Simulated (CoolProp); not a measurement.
A simple Rankine cycle with R142b: condensing at 310.15 K, boiler at 1.47 MPa, turbine inlet 469 K, turbine efficiency 0.7, pump efficiency 0.6, no recuperator. Each further row changes one setting.

Model: reference Helmholtz-energy equation of state, Lemmon 2006, in CoolProp. It is a short technical equation, of lower accuracy than the large ones.

| case | thermal efficiency (%) | net work (kJ/kg) | heat in (kJ/kg) | turbine exit temperature (K) | volume ratio over the turbine |
|---|---|---|---|---|---|
| as stated | 7.4 | 25.7 | 346 | 436.6 | 3.00 |
| condensing temperature 302.15 K | 8.7 | 31.1 | 357 | 430.6 | 3.75 |
| boiler pressure 1.03 MPa | 5.2 | 18.3 | 350 | 447.5 | 2.10 |
| turbine efficiency 0.6 | 6.3 | 21.8 | 346 | 440.3 | 3.03 |
